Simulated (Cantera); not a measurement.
A closed system holds: 1 mol Si3N4, 0.8 mol N2O, 530 mol N2, held at 875 °C and 10.0 mbar.

Cantera equilibrium calculation (NASA polynomials, part measured and part estimated; ideal gas, pure solids and liquids). Candidate condensed phases: Si, SiO2, Si2N2O, Si3N4; 16 gas species. Mutual solubility and eutectic melting of coexisting phases are not modelled. Rates play no part.

Base state: N2 1.00 (mole fractions); condensed: Si2N2O(s) + Si3N4(s).

**Question.** What changes in the equilibrium state with this change: Si3N4 replaced by Si?

**Answer.** 
```json
[
 {"species": "N2", "before": "1.00", "after": "1.00"},
 {"species": "Si2N2O(s), mol", "before": "0.800", "after": "0.400"},
 {"species": "Si3N4(s), mol", "before": "0.467", "after": "0"},
 {"species": "SiO2(β-quartz), mol", "before": "0", "after": "0.200"}
]
```
The tables hold silica as quartz up to 1696 K and as liquid above; real silica turns to tridymite and cristobalite and melts near 1996 K.
